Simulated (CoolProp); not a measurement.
Vapour-liquid equilibrium of isohexane (1) + benzene (2) at 0.101 MPa; x and y are mole fractions of (1).

Values from CoolProp's multi-fluid Helmholtz-energy mixture model, Lemmon 2006 and Thol 2012; pair parameters Bell 2016.

Q: Give the bubble temperature and the first vapour's composition at x = 0.05, 0.35, 0.65. Is there an azeotrope?

A: x = 0.05: 76.8 °C, y = 0.135; x = 0.35: 67.2 °C, y = 0.524; x = 0.65: 63.1 °C, y = 0.739. No azeotrope shows between x = 0.05 and 0.95.

Pair parameters are fitted to limited data, so mixtures are less certain than the pure fluids.
